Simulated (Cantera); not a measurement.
An isothermal, constant-pressure homogeneous reactor starts with N2O : O2 = 1 : 0.61 (molar parts), at 1600 K and 0.0140 bar. Integrator tolerance rtol = 1e-08.

Model: GRI-Mech 3.0 (53 species, 325 reactions), integrated in Cantera. GRI-Mech 3.0 was tuned for natural gas; its chemistry of N2O as a main component is partial and can be far from experiment. Radical loss at walls, strong at low pressure, is not modelled. The temperature is held fixed by assumption; the heat of reaction is taken as removed at once.

**Question.** What does this change do: O2 0.61 to 0.065 parts?

**Answer.** 
```json
[
 {"quantity": "x(N2O) at 2.00 s", "before": "0.00388 (gas-phase equilibrium 1.30e-8)", "after": "0.00532 (gas-phase equilibrium 1.45e-8)"},
 {"quantity": "x(O2) at 2.00 s", "before": "0.455 (gas-phase equilibrium 0.525)", "after": "0.265 (gas-phase equilibrium 0.360)"},
 {"quantity": "x(NO2) at 2.00 s", "before": "6.33e-5 (gas-phase equilibrium 1.79e-6)", "after": "5.68e-5 (gas-phase equilibrium 1.42e-6)"},
 {"quantity": "x(NO) at 2.00 s", "before": "0.140 (gas-phase equilibrium 0.00238)", "after": "0.189 (gas-phase equilibrium 0.00229)"},
 {"quantity": "x(O) at 2.00 s", "before": "0.000144 (gas-phase equilibrium 8.94e-5)", "after": "0.000140 (gas-phase equilibrium 7.40e-5)"},
 {"quantity": "x(N2) at 2.00 s", "before": "0.401 (gas-phase equilibrium 0.473)", "after": "0.541 (gas-phase equilibrium 0.638)"}
]
```

**Question.** What does this change do: pressure from 0.0140 bar to 0.0267 bar?

**Answer.** 
| quantity | before | after |
|---|---|---|
| x(N2O) at 2.00 s | 0.00388 (gas-phase equilibrium 1.30e-8) | 0.000163 (gas-phase equilibrium 1.80e-8) |
| x(O2) at 2.00 s | 0.455 (gas-phase equilibrium 0.525) | 0.456 (gas-phase equilibrium 0.525) |
| x(NO2) at 2.00 s | 6.33e-5 (gas-phase equilibrium 1.79e-6) | 0.000128 (gas-phase equilibrium 2.47e-6) |
| x(NO) at 2.00 s | 0.140 (gas-phase equilibrium 0.00238) | 0.140 (gas-phase equilibrium 0.00238) |
| x(O) at 2.00 s | 0.000144 (gas-phase equilibrium 8.94e-5) | 6.50e-5 (gas-phase equilibrium 6.47e-5) |
| x(N2) at 2.00 s | 0.401 (gas-phase equilibrium 0.473) | 0.404 (gas-phase equilibrium 0.473) |

**Question.** What does this change do: temperature 1600 to 1298 K?

**Answer.** 
```
quantity                                            before                                     after
----------------  ----------------------------------------  ----------------------------------------
x(N2O) at 2.00 s   0.00388 (gas-phase equilibrium 1.30e-8)     0.549 (gas-phase equilibrium 2.93e-9)
x(O2) at 2.00 s        0.455 (gas-phase equilibrium 0.525)       0.392 (gas-phase equilibrium 0.526)
x(NO2) at 2.00 s   6.33e-5 (gas-phase equilibrium 1.79e-6)   2.47e-6 (gas-phase equilibrium 9.84e-7)
x(NO) at 2.00 s      0.140 (gas-phase equilibrium 0.00238)  0.00816 (gas-phase equilibrium 0.000482)
x(O) at 2.00 s    0.000144 (gas-phase equilibrium 8.94e-5)   7.44e-6 (gas-phase equilibrium 1.05e-6)
x(N2) at 2.00 s        0.401 (gas-phase equilibrium 0.473)      0.0512 (gas-phase equilibrium 0.474)
```
The mechanism lacks the step 2 NO + O2 → 2 NO2, which can matter for NO2 below about 1400 K.
